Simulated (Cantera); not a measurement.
# Adiabatic ignition

An adiabatic, constant-volume homogeneous reactor starts with CH4 : CO : O2 : N2 = 1 : 0.74 : 0.988 : 3.71 (molar parts), at 1375 K and 1.00 atm.

Detailed kinetics in Cantera: GRI-Mech 3.0 (53 species, 325 reactions).

| t (s) | T (K) | P (bar) | x CH4 | x CO | x O2 | x HCO | x N2O |
|---|---|---|---|---|---|---|---|
| 4.00e-6 | 1375 | 1.01 | 0.155 | 0.115 | 0.153 | <1e-12 | <1e-12 |
| 9.57e-6 | 1375 | 1.01 | 0.155 | 0.115 | 0.153 | <1e-12 | <1e-12 |
| 2.29e-5 | 1375 | 1.01 | 0.155 | 0.115 | 0.153 | 1.81e-12 | <1e-12 |
| 5.47e-5 | 1375 | 1.01 | 0.155 | 0.115 | 0.153 | 3.44e-12 | 1.59e-12 |
| 0.000131 | 1375 | 1.01 | 0.155 | 0.115 | 0.153 | 1.02e-11 | 5.34e-12 |
| 0.000313 | 1375 | 1.01 | 0.155 | 0.115 | 0.153 | 7.05e-11 | 1.55e-11 |
| 0.000748 | 1376 | 1.01 | 0.155 | 0.115 | 0.153 | 5.64e-10 | 4.71e-11 |
| 0.00179 | 1378 | 1.02 | 0.155 | 0.115 | 0.153 | 2.69e-9 | 1.76e-10 |
| 0.00428 | 1389 | 1.02 | 0.153 | 0.115 | 0.152 | 1.33e-8 | 9.40e-10 |
| 0.0102 | 2580 | 2.21 | 8.70e-11 | 0.210 | 1.60e-5 | 5.55e-7 | 1.59e-8 |
| 0.0245 | 2581 | 2.21 | 8.48e-11 | 0.210 | 1.62e-5 | 5.56e-7 | 1.21e-8 |
| 0.0585 | 2581 | 2.21 | 8.48e-11 | 0.210 | 1.62e-5 | 5.56e-7 | 1.21e-8 |
| 0.140 | 2581 | 2.21 | 8.48e-11 | 0.210 | 1.62e-5 | 5.56e-7 | 1.21e-8 |
| 0.335 | 2581 | 2.21 | 8.48e-11 | 0.210 | 1.62e-5 | 5.56e-7 | 1.21e-8 |
| 0.800 | 2581 | 2.21 | 8.48e-11 | 0.210 | 1.62e-5 | 5.56e-7 | 1.21e-8 |
x: mole fraction; the columns are a selection and need not sum to one.

```
Property                                                              Result
---------------------------------  -----------------------------------------
time of steepest temperature rise                                    8.87 ms
temperature at 0.800 s                                                2581 K
equilibrium temperature                                               2581 K
x(CH4) at 0.800 s                  8.48e-11 (gas-phase equilibrium 9.46e-11)
x(CO) at 0.800 s                         0.210 (gas-phase equilibrium 0.210)
x(O2) at 0.800 s                     1.62e-5 (gas-phase equilibrium 1.62e-5)
```
